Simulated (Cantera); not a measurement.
Input: 1 mol MgCO3, 0.75 mol H2O, 0.2 mol H2, at 898 K and 1.33 mbar.

Cantera equilibrium calculation (NASA polynomials, part measured and part estimated; ideal gas, pure solids and liquids). Candidate condensed phases: C, C6H6, C7H8, C8H18, H2O, Mg, MgCO3, MgO, Mg(OH)2; 116 gas species. Rates play no part.

Base state: CO2 0.479, H2O 0.418, H2 0.0687, CO 0.0338 (mole fractions); condensed: MgO(s).

Task: What changes in the equilibrium state with this change: H2O from 0.75 to 4.3 mol?

Result: 
```json
[
 {"species": "H2O", "before": "0.418", "after": "0.785"},
 {"species": "CO2", "before": "0.479", "after": "0.179"},
 {"species": "H2", "before": "0.0687", "after": "0.0331"},
 {"species": "CO", "before": "0.0338", "after": "0.00324"},
 {"species": "MgO(s), mol", "before": "1.00", "after": "1.00"}
]
```
